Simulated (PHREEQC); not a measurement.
Reverse-osmosis permeate

Synthetic water in mg/L, 25 °C, pH 6.29, pe 0.7: Na 3.29; K 1.16; Ca 1.88; Mg 0.0871; Cl 2.62; S(6) as SO4 1.62; Alkalinity as HCO3 10.1; F 0.079; Mn(2) 0.0049; Li 0.0467; Si as SiO2 0.00406; N(-3) as NH4 0.0344; Br 0.0196.

Valence states are taken as typed.

Equilibrium calculation in PHREEQC: ion-association model, phreeqc.dat.

Precipitation was switched off in this run.

### Question
Estimate the charge-balance error.

### Answer
charge-balance error 0.9 %.

### Question
In which forms is C present?

### Answer
CO2 53 %, HCO3- 47 % of the C.

SiF6-2 is the database's only silicon fluoride.
